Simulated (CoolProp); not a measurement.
Properties of decamethylcyclopentasiloxane (D5) along the isotherm 534.4 K (Tc = 618.3 K, pc = 10.78 bar, ω = 0.631).

The numbers come from the reference Helmholtz-energy equation of state, Thol 2019 in CoolProp.

| p (bar) | phase | density (kg/m³) | cp (kJ/(kg K)) | cv (kJ/(kg K)) | Joule-Thomson coefficient (K/MPa) | isothermal compressibility (1/MPa) |
|---|---|---|---|---|---|---|
| 8.98 | liquid | 676.5 | 2.098 | 1.849 | 0.1958 | 0.01810 |
| 18 | liquid | [?] | 2.082 | [?] | [?] | 0.01506 |
| 26.9 | liquid | 695.3 | 2.071 | 1.847 | 0.02761 | 0.01299 |
| 35.9 | liquid | 702.9 | 2.062 | 1.846 | -0.02548 | 0.01145 |
| 44.9 | liquid | 709.8 | 2.055 | 1.846 | -0.06719 | 0.01026 |
| 53.9 | liquid | 716.1 | 2.049 | 1.846 | [?] | 0.009310 |
| 62.9 | liquid | 721.8 | 2.045 | 1.846 | -0.1289 | 0.008534 |
| 71.8 | liquid | 727.1 | 2.041 | 1.846 | -0.1523 | [?] |
| 80.8 | liquid | 732.1 | 2.037 | 1.845 | -0.1725 | 0.007344 |
| 89.8 | liquid | 736.8 | 2.035 | 1.846 | -0.1900 | 0.006871 |
| 98.8 | liquid | [?] | 2.032 | 1.846 | -0.2054 | 0.006460 |
| 108 | liquid | 745.6 | 2.030 | 1.846 | -0.2193 | 0.006091 |

Problem. Complete the blanks.

Solution. 
- 18, density (kg/m³): 686.7
- 18, cv (kJ/(kg K)): 1.848
- 18, Joule-Thomson coefficient (K/MPa): 0.09707
- 53.9, Joule-Thomson coefficient (K/MPa): -0.1009
- 71.8, isothermal compressibility (1/MPa): 0.007894
- 98.8, density (kg/m³): 741.3
